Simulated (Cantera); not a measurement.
Input: 1 mol B₂O₃, 2.2 mol F₂, equilibrated at 0.710 bar.

Cantera equilibrium calculation (NASA polynomials, part measured and part estimated; ideal gas, pure solids and liquids). Candidate condensed phases: B, B₂O₃; 21 gas species. Kinetics and transport are ignored.

Task: At 1675 K, list the 6 most abundant gas species with their mole fractions, and the condensed phases.

Result: BF₃ 0.399, O₂ 0.366, BOF 0.219, B₃O₃F₃ 0.0154, BOF₂ 0.00139, B₂O₃ 0.000183. Condensed: gas only.
